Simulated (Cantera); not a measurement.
A closed system holds: 1 mol CH3SiH3, 0.46 mol CH4, 37 mol H2, equilibrated at 6.08 Torr.

Method: chemical equilibrium by Gibbs-energy minimisation in Cantera with the NASA 1993 tables (ideal gas, pure condensed phases). Candidate condensed phases: C, C6H6, C7H8, C8H18, Si, SiC; 87 gas species. The feed counts by its element totals alone. Gases not in the tables: Si2H6 and higher silanes. Rates play no part.

x: gas mole fraction; n: condensed amount in mol.

```json
[
 {"T (°C)": "827", "x H2": "1.000", "x H": "2.87e-7", "x Si": "<1e-12", "x C2H2 (acetylene)": "1.33e-8", "x SiC2": "<1e-12", "x Si2C": "<1e-12", "x SiH": "<1e-12", "n C(graphite)": "0.448", "n SiC(s)": "1.00"},
 {"T (°C)": "927", "x H2": "1.000", "x H": "2.19e-6", "x Si": "<1e-12", "x C2H2 (acetylene)": "1.03e-7", "x SiC2": "<1e-12", "x Si2C": "<1e-12", "x SiH": "<1e-12", "n C(graphite)": "0.455", "n SiC(s)": "1.00"},
 {"T (°C)": "1027", "x H2": "1.000", "x H": "1.23e-5", "x Si": "1.58e-11", "x C2H2 (acetylene)": "5.76e-7", "x SiC2": "<1e-12", "x Si2C": "<1e-12", "x SiH": "1.18e-11", "n C(graphite)": "0.457", "n SiC(s)": "1.00"},
 {"T (°C)": "1127", "x H2": "1.000", "x H": "5.40e-5", "x Si": "4.87e-10", "x C2H2 (acetylene)": "2.52e-6", "x SiC2": "<1e-12", "x Si2C": "<1e-12", "x SiH": "2.19e-10", "n C(graphite)": "0.458", "n SiC(s)": "1.00"},
 {"T (°C)": "1227", "x H2": "1.000", "x H": "0.000196", "x Si": "9.47e-9", "x C2H2 (acetylene)": "9.02e-6", "x SiC2": "1.65e-11", "x Si2C": "1.44e-11", "x SiH": "2.73e-9", "n C(graphite)": "0.458", "n SiC(s)": "1.000"},
 {"T (°C)": "1327", "x H2": "0.999", "x H": "0.000604", "x Si": "1.27e-7", "x C2H2 (acetylene)": "2.75e-5", "x SiC2": "4.92e-10", "x Si2C": "4.02e-10", "x SiH": "2.48e-8", "n C(graphite)": "0.457", "n SiC(s)": "1.000"},
 {"T (°C)": "1427", "x H2": "0.998", "x H": "0.00164", "x Si": "1.24e-6", "x C2H2 (acetylene)": "7.33e-5", "x SiC2": "9.75e-9", "x Si2C": "7.50e-9", "x SiH": "1.73e-7", "n C(graphite)": "0.454", "n SiC(s)": "1.000"},
 {"T (°C)": "1527", "x H2": "0.996", "x H": "0.00397", "x Si": "9.44e-6", "x C2H2 (acetylene)": "0.000175", "x SiC2": "1.38e-7", "x Si2C": "1.00e-7", "x SiH": "9.68e-7", "n C(graphite)": "0.446", "n SiC(s)": "1.000"},
 {"T (°C)": "1627", "x H2": "0.991", "x H": "0.00878", "x Si": "5.78e-5", "x C2H2 (acetylene)": "0.000378", "x SiC2": "1.46e-6", "x Si2C": "1.01e-6", "x SiH": "4.50e-6", "n C(graphite)": "0.431", "n SiC(s)": "0.997"},
 {"T (°C)": "1727", "x H2": "0.981", "x H": "0.0179", "x Si": "0.000295", "x C2H2 (acetylene)": "0.000754", "x SiC2": "1.22e-5", "x Si2C": "8.08e-6", "x SiH": "1.78e-5", "n C(graphite)": "0.410", "n SiC(s)": "0.986"},
 {"T (°C)": "1827", "x H2": "0.963", "x H": "0.0340", "x Si": "0.00128", "x C2H2 (acetylene)": "0.00139", "x SiC2": "8.28e-5", "x Si2C": "5.25e-5", "x SiH": "6.15e-5", "n C(graphite)": "0.399", "n SiC(s)": "0.935"},
 {"T (°C)": "1927", "x H2": "0.931", "x H": "0.0604", "x Si": "0.00488", "x C2H2 (acetylene)": "0.00239", "x SiC2": "0.000469", "x Si2C": "0.000287", "x SiH": "0.000188", "n C(graphite)": "…", "n SiC(s)": "0.738"},
 {"T (°C)": "2027", "x H2": "0.875", "x H": "0.101", "x Si": "0.0165", "x C2H2 (acetylene)": "0.00378", "x SiC2": "0.00228", "x Si2C": "0.00134", "x SiH": "0.000511", "n C(graphite)": "…", "n SiC(s)": "0.0246"},
 {"T (°C)": "2127", "x H2": "0.813", "x H": "0.159", "x Si": "0.0170", "x C2H2 (acetylene)": "0.00567", "x SiC2": "0.00325", "x Si2C": "0.000623", "x SiH": "0.000426", "n C(graphite)": "…", "n SiC(s)": "0"}
]
```

Q: Some entries are withheld; supply them.

A: 
- 1927, n C(graphite): 0.466
- 2027, n C(graphite): 0.839
- 2127, n C(graphite): 0.608
